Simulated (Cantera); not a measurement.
An isothermal, constant-pressure homogeneous reactor starts with CH₂O : O₂ : N₂ = 0.024 : 0.048 : 1 (molar parts), at 1575 K and 10.0 bar.

Detailed kinetics in Cantera: GRI-Mech 3.0 (53 species, 325 reactions). The temperature is held fixed by assumption; the heat of reaction is taken as removed at once.

x: mole fraction; the columns are a selection and need not sum to one.

```json
[
 {"t (s)": "0.000300", "x CH₂O": "<1e-12", "x O₂": "0.0229", "x CH₃": "<1e-12", "x H₂": "…", "x NO": "3.19e-6", "x C₂H": "<1e-12", "x CH₂": "<1e-12"},
 {"t (s)": "0.000579", "x CH₂O": "<1e-12", "x O₂": "0.0225", "x CH₃": "<1e-12", "x H₂": "…", "x NO": "3.32e-6", "x C₂H": "<1e-12", "x CH₂": "<1e-12"},
 {"t (s)": "0.00112", "x CH₂O": "<1e-12", "x O₂": "0.0224", "x CH₃": "<1e-12", "x H₂": "…", "x NO": "3.40e-6", "x C₂H": "<1e-12", "x CH₂": "<1e-12"},
 {"t (s)": "0.00216", "x CH₂O": "<1e-12", "x O₂": "0.0224", "x CH₃": "<1e-12", "x H₂": "…", "x NO": "3.46e-6", "x C₂H": "<1e-12", "x CH₂": "<1e-12"},
 {"t (s)": "0.00417", "x CH₂O": "<1e-12", "x O₂": "0.0224", "x CH₃": "<1e-12", "x H₂": "…", "x NO": "3.49e-6", "x C₂H": "<1e-12", "x CH₂": "<1e-12"},
 {"t (s)": "0.00805", "x CH₂O": "<1e-12", "x O₂": "0.0224", "x CH₃": "<1e-12", "x H₂": "2.51e-7", "x NO": "3.50e-6", "x C₂H": "<1e-12", "x CH₂": "<1e-12"},
 {"t (s)": "0.0155", "x CH₂O": "<1e-12", "x O₂": "0.0224", "x CH₃": "<1e-12", "x H₂": "2.35e-7", "x NO": "3.50e-6", "x C₂H": "<1e-12", "x CH₂": "<1e-12"},
 {"t (s)": "0.0300", "x CH₂O": "<1e-12", "x O₂": "0.0224", "x CH₃": "<1e-12", "x H₂": "2.34e-7", "x NO": "3.51e-6", "x C₂H": "<1e-12", "x CH₂": "<1e-12"},
 {"t (s)": "0.0579", "x CH₂O": "<1e-12", "x O₂": "0.0224", "x CH₃": "<1e-12", "x H₂": "2.34e-7", "x NO": "3.52e-6", "x C₂H": "<1e-12", "x CH₂": "<1e-12"},
 {"t (s)": "0.112", "x CH₂O": "<1e-12", "x O₂": "0.0224", "x CH₃": "<1e-12", "x H₂": "2.34e-7", "x NO": "3.55e-6", "x C₂H": "<1e-12", "x CH₂": "<1e-12"},
 {"t (s)": "0.216", "x CH₂O": "<1e-12", "x O₂": "0.0224", "x CH₃": "<1e-12", "x H₂": "2.34e-7", "x NO": "3.59e-6", "x C₂H": "<1e-12", "x CH₂": "<1e-12"},
 {"t (s)": "0.417", "x CH₂O": "<1e-12", "x O₂": "0.0224", "x CH₃": "<1e-12", "x H₂": "2.34e-7", "x NO": "3.68e-6", "x C₂H": "<1e-12", "x CH₂": "<1e-12"},
 {"t (s)": "0.805", "x CH₂O": "<1e-12", "x O₂": "0.0224", "x CH₃": "<1e-12", "x H₂": "2.34e-7", "x NO": "3.86e-6", "x C₂H": "<1e-12", "x CH₂": "<1e-12"},
 {"t (s)": "1.55", "x CH₂O": "<1e-12", "x O₂": "0.0224", "x CH₃": "<1e-12", "x H₂": "2.34e-7", "x NO": "4.20e-6", "x C₂H": "<1e-12", "x CH₂": "<1e-12"},
 {"t (s)": "3.00", "x CH₂O": "<1e-12", "x O₂": "0.0224", "x CH₃": "<1e-12", "x H₂": "2.34e-7", "x NO": "4.86e-6", "x C₂H": "<1e-12", "x CH₂": "<1e-12"}
]
```

Task: What belongs in the gaps?

Result: 
- 0.000300, x H₂: 3.44e-5
- 0.000579, x H₂: 1.18e-5
- 0.00112, x H₂: 3.58e-6
- 0.00216, x H₂: 1.08e-6
- 0.00417, x H₂: 4.01e-7
